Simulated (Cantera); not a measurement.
Cantera run, input and output.

```python
import numpy as np
import cantera as ct

gas = ct.Solution("gri30.yaml")
gas.TPX = 1275, 200000, {'CH4': 1, 'H2': 0.094, 'O2': 2.92, 'N2': 11, 'H2O': 0.079}
reactor = ct.IdealGasConstPressureReactor(gas, energy="on", clone=False)
net = ct.ReactorNet([reactor])
net.rtol, net.atol = 1e-08, 1e-16
show = ['CH4', 'H2', 'O2', 'CH2', 'CH2O', 'O', 'CH2CO']
times = np.geomspace(1e-06, 3, 12)

steps = ct.SolutionArray(gas, extra=["t"])
rows = []
print(f"{'t/s':>10s}{'T/K':>9s}{'P/Pa':>11s}" + "".join(f"{s:>11s}" for s in show))
for t in times:
    while net.time < t:
        t_next = net.step()
        steps.append(gas.state, t=t_next)
    rows.append([np.interp(t, steps.t, y) for y in (steps.T, steps.P, *steps(*show).X.T)])
    print(f"{t:10.3e}{rows[-1][0]:9.1f}{rows[-1][1]:11.4g}" + "".join(f"{x:11.3e}" for x in rows[-1][2:]))
rate = np.gradient(steps.T, steps.t)
print("integrator steps:", len(steps.t))
if steps.T.max() > steps.T[0] + 200:
    print(f"time of steepest temperature rise: {steps.t[rate.argmax()]:.4e} s")
gas.TPX = 1275, 200000, {'CH4': 1, 'H2': 0.094, 'O2': 2.92, 'N2': 11, 'H2O': 0.079}
gas.equilibrate("HP")
print(f"equilibrium (HP): T = {gas.T:.1f} K  " + "  ".join(f"{s} {gas[s].X[0]:.3e}" for s in show))
```

Result:

```
       t/s      T/K       P/Pa        CH4         H2         O2        CH2       CH2O          O      CH2CO
 1.000e-06   1275.0      2e+05  6.626e-02  6.228e-03  1.935e-01  4.972e-18  8.352e-12  1.018e-10  3.139e-27
 3.880e-06   1275.0      2e+05  6.626e-02  6.228e-03  1.935e-01  4.631e-17  1.443e-10  1.921e-10  1.171e-23
 1.505e-05   1275.0      2e+05  6.626e-02  6.228e-03  1.935e-01  4.023e-16  2.419e-09  3.279e-10  1.497e-20
 5.841e-05   1275.0      2e+05  6.626e-02  6.228e-03  1.935e-01  7.324e-15  4.395e-08  1.017e-09  1.959e-17
 2.266e-04   1275.0      2e+05  6.625e-02  6.227e-03  1.935e-01  5.918e-13  1.363e-06  8.339e-09  1.190e-13
 8.793e-04   1276.3      2e+05  6.598e-02  6.184e-03  1.933e-01  7.992e-11  9.592e-05  9.992e-08  7.374e-09
 3.412e-03   1367.8      2e+05  5.246e-02  8.551e-03  1.812e-01  4.012e-08  2.654e-03  3.991e-06  7.547e-05
 1.324e-02   2511.8      2e+05  8.760e-18  2.587e-03  5.447e-02  3.697e-17  1.456e-11  2.549e-03  6.508e-20
 5.136e-02   2507.4      2e+05  8.617e-18  2.568e-03  5.307e-02  3.505e-17  1.433e-11  2.462e-03  6.255e-20
 1.993e-01   2507.3      2e+05  8.617e-18  2.568e-03  5.306e-02  3.504e-17  1.433e-11  2.461e-03  6.254e-20
 7.732e-01   2507.3      2e+05  8.617e-18  2.568e-03  5.306e-02  3.504e-17  1.433e-11  2.461e-03  6.254e-20
 3.000e+00   2507.3      2e+05  8.617e-18  2.568e-03  5.306e-02  3.504e-17  1.433e-11  2.461e-03  6.254e-20
integrator steps: 2113
time of steepest temperature rise: 3.5685e-03 s
equilibrium (HP): T = 2507.3 K  CH4 1.220e-17  H2 2.568e-03  O2 5.306e-02  CH2 4.704e-17  CH2O 1.433e-11  O 2.461e-03  CH2CO 7.629e-20
```

Model: GRI-Mech 3.0 (53 species, 325 reactions), integrated in Cantera.
